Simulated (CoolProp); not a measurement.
Vapour-liquid equilibrium of cyclohexane (1) + ethylbenzene (2) at 0.0212 MPa; x and y are mole fractions of (1).

The numbers come from the multi-fluid Helmholtz-energy mixture model, Zhou 2014 and Zhou 2012; pair parameters Bell 2016 in CoolProp.

| x | bubble temperature (°C) | y at the bubble point | dew temperature at overall composition x (°C) | liquid density (mol/L) |
|---|---|---|---|---|
| 0.05 | 79.0 | … | 85.1 | … |
| 0.2 | 63.7 | … | 81.1 | 7.977 |
| 0.35 | … | … | 76.6 | 8.199 |
| 0.5 | 48.3 | 0.890 | 71.3 | 8.401 |
| 0.65 | 43.9 | 0.933 | 64.6 | 8.596 |
| 0.8 | … | 0.964 | 55.6 | 8.792 |
| 0.95 | … | … | 42.0 | 8.997 |

### Question
Fill in the missing entries.

### Answer

- 0.05, y at the bubble point: 0.273
- 0.05, liquid density (mol/L): 7.713
- 0.2, y at the bubble point: 0.667
- 0.35, bubble temperature (°C): 54.4
- 0.35, y at the bubble point: 0.817
- 0.8, bubble temperature (°C): 40.4
- 0.95, bubble temperature (°C): 37.3
- 0.95, y at the bubble point: 0.991

No azeotrope shows between x = 0.05 and 0.95.

Pair parameters are fitted to limited data, so mixtures are less certain than the pure fluids.
